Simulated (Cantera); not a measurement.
Input: 1 mol SiHCl3, 0.02 mol HCl, 8.9 mol H2, at 948.15 K and 2.90 mbar.

Equilibrium computed with Cantera from the NASA thermochemical tables; the gas is ideal and each condensed phase is pure. Candidate condensed phases: Si; 19 gas species. The tables' values for SiCl3 are old estimates; treat these amounts as uncertain. The numbers say what is thermodynamically allowed, not how fast it happens.

Base state: H2 0.902, SiCl4 0.0587, HCl 0.0272, SiHCl3 0.00876, SiCl3 0.00147, SiCl2 0.00125, SiH2Cl2 0.000133 (mole fractions); condensed: Si(s).

Question: What changes in the equilibrium state with this change: temperature from 948.15 K to 1623 K?

Answer: 
```tsv
species	before	after
H2	0.902	0.796
HCl	0.0272	0.129
SiCl2	0.00125	0.0727
SiCl4	0.0587	1.48e-5
Cl	<1e-9	0.000146
H	9.29e-9	0.00115
Si(s), mol	0.281	0.196
```
The tables' values for SiCl3, SiCl are old estimates; treat these amounts as uncertain.

Question: What changes in the equilibrium state with this change: temperature from 948.15 K to 1275 K?

Answer: 
| species | before | after |
|---|---|---|
| H2 | 0.902 | 0.803 |
| HCl | 0.0272 | 0.131 |
| SiCl2 | 0.00125 | 0.0551 |
| SiCl4 | 0.0587 | 0.00423 |
| H | 9.29e-9 | 1.23e-5 |
| SiHCl3 | 0.00876 | 0.00105 |
| SiCl3 | 0.00147 | 0.00598 |
| SiH2Cl2 | 0.000133 | 3.61e-5 |
| Si(s), mol | 0.281 | 0.281 |
